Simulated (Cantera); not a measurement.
Cantera run:

```python
import numpy as np
import cantera as ct

gas_names = """
    C6H6 CH4
""".split()
cond_names = """
    Ta(cr) Ta(L) TaC(s) TaC(L)
""".split()


# ... load() reads the species with a 1 bar reference pressure and builds the phases ...
species = {s.name: s for s in load("nasa_gas.yaml", gas_names) + load("nasa_condensed.yaml", cond_names)}
# Each term lists the table entries of one substance; the one whose range holds T is used.
reactions = {
    '2 C6H6(g) + 9 Ta = 9 TaC + 3 CH4(g)':
        [(-2, ['C6H6']), (-9, ['Ta(cr)', 'Ta(L)']), (9, ['TaC(s)', 'TaC(L)']), (3, ['CH4'])],
}


def pick(names, T):
    return next(species[n] for n in names if species[n].thermo.min_temp <= T <= species[n].thermo.max_temp)


results = []
for label, terms in reactions.items():
    print(label)
    print("     T/K   dH/kJ  dS/(J/K)   dG/kJ   log10 K")
    for T in [300, 423, 473, 523, 573, 623]:
        used = [(nu, pick(names, T)) for nu, names in terms]
        dH = sum(nu * s.thermo.h(T) for nu, s in used) / 1e6
        dS = sum(nu * s.thermo.s(T) for nu, s in used) / 1e3
        dG = dH - T * dS / 1e3
        logK = -dG * 1e6 / (ct.gas_constant * T * np.log(10))
        results.append((label, T, dH, dS, dG, logK, [s.name for _, s in used]))
        print(f"{T:8g} {dH:8.1f} {dS:8.1f} {dG:8.1f} {logK:8.2f}")
```

Result:

```
2 C6H6(g) + 9 Ta = 9 TaC + 3 CH4(g)
     T/K   dH/kJ  dS/(J/K)   dG/kJ   log10 K
     300  -1686.3     29.2  -1695.1   295.14
     423  -1681.2     43.7  -1699.7   209.88
     473  -1679.6     47.3  -1702.0   187.95
     523  -1678.2     50.0  -1704.4   170.22
     573  -1677.2     52.0  -1706.9   155.60
     623  -1676.3     53.4  -1709.6   143.34
```

Cantera with NASA thermochemical tables; ideal gases at 1 bar, condensed phases pure. TaC: taken at fixed stoichiometry. Condensed species are held in their standard states even where they would react or evaporate.
